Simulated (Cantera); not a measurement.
What does this Cantera script print?

```python
import numpy as np
import cantera as ct

gas = ct.Solution("gri30.yaml")
gas.TPX = 550, 100000, {'CH4': 1, 'C2H6': 0.2, 'C3H8': 0.23, 'O2': 4.87, 'N2': 28.8}
inlet = ct.Reservoir(gas, clone=True)
gas.equilibrate("HP")  # start burning
reactor = ct.IdealGasConstPressureReactor(gas, energy="on", clone=False)
exhaust = ct.Reservoir(gas, clone=True)
tau = [0.068, 0.021, 0.0066, 0.0021, 0.00064, 0.0002, 6.2e-05, 1.9e-05, 6e-06][0]
for a, b in ((inlet, reactor), (reactor, exhaust)):
    ct.MassFlowController(a, b, mdot=lambda t: reactor.mass / tau)
net = ct.ReactorNet([reactor])
show = ['CH4', 'C2H6', 'C3H8', 'H2O2', 'C2H2', 'O']

rows = []
print(f"{'tau/s':>10s}{'T/K':>9s}" + "".join(f"{s:>11s}" for s in show))
for tau in [0.068, 0.021, 0.0066, 0.0021, 0.00064, 0.0002, 6.2e-05, 1.9e-05, 6e-06]:
    net.initial_time = 0.0
    net.advance(30 * tau)
    before = gas.X
    net.advance(40 * tau)
    drift = np.max(np.abs(gas.X - before) / (gas.X + 1e-9))
    rows.append([gas.T, *gas[show].X, drift])
    print(f"{tau:10.3e}{gas.T:9.1f}" + "".join(f"{x:11.3e}" for x in gas[show].X))
```

Result:

```
     tau/s      T/K        CH4       C2H6       C3H8       H2O2       C2H2          O
 6.800e-02   1766.6  6.480e-06  3.084e-07  3.444e-07  8.057e-08  1.308e-06  2.219e-04
 2.100e-02   1751.9  1.369e-05  6.815e-07  7.635e-07  1.300e-07  1.793e-06  4.436e-04
 6.600e-03   1726.1  2.956e-05  1.488e-06  1.624e-06  2.051e-07  2.363e-06  8.319e-04
 2.100e-03   1684.3  6.831e-05  3.385e-06  3.539e-06  3.222e-07  3.225e-06  1.404e-03
 6.400e-04   1615.7  1.972e-04  9.379e-06  9.381e-06  5.257e-07  5.488e-06  1.973e-03
 2.000e-04    550.0  2.849e-02  5.698e-03  6.553e-03 -1.489e-18 -4.450e-18 -4.307e-28
 6.200e-05    550.0  2.849e-02  5.698e-03  6.553e-03 -3.122e-20 -9.329e-20  1.772e-29
 1.900e-05    550.0  2.849e-02  5.698e-03  6.553e-03 -1.948e-22 -5.823e-22  4.962e-30
 6.000e-06    550.0  2.849e-02  5.698e-03  6.553e-03 -1.230e-23 -3.678e-23  9.768e-31
```

Detailed kinetics in Cantera: GRI-Mech 3.0 (53 species, 325 reactions). GRI-Mech 3.0 was tuned for natural gas; its chemistry of propane as a main component is partial and can be far from experiment.
